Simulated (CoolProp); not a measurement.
Sulfur dioxide along the isotherm 525 K: fugacity coefficient from the reference equation and from simpler models built on Tc = 430.6 K, pc = 78.87 bar, ω = 0.256; each cubic takes its own stable root.

The numbers come from the reference Helmholtz-energy equation of state, Gao 2016 in CoolProp.

```
p (bar)          phase  reference
-------  -------------  ---------
1.11               gas     0.9976
1.72               gas     0.9963
2.68               gas     0.9942
4.18               gas     0.9910
6.51               gas     0.9860
10.1               gas     0.9784
15.8               gas     0.9663
24.6               gas     0.9478
38.2               gas     0.9197
59.5               gas     0.8767
92.7     supercritical     0.8126
144      supercritical     0.7215
225      supercritical     0.6066
350      supercritical     0.5084
```

Question: How far does each simpler model (Redlich-Kwong, Peng-Robinson) lie from the reference over these 14 states: mean and median of the absolute difference, and the worst?

Answer: 
- Redlich-Kwong: mean 1.3 %, median 0.5 %, worst -4.3 % at 525 K and 225 bar
- Peng-Robinson: mean 0.9 %, median 0.4 %, worst -2.7 % at 525 K and 144 bar
